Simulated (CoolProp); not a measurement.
Values from CoolProp's reference Helmholtz-energy equation of state, de Reuck 1990.

**Question.** Give the vapour pressure (bar), liquid density (kg/m³), vapour density (kg/m³), liquid cp (kJ/(kg K)) of saturated fluorine at 101.7 K.

**Answer.** 
```json
[
 {"T (K)": "101.7", "p (bar)": "4.89", "liquid density (kg/m³)": "1380", "vapour density (kg/m³)": "24.4", "liquid cp (kJ/(kg K))": "1.60"}
]
```
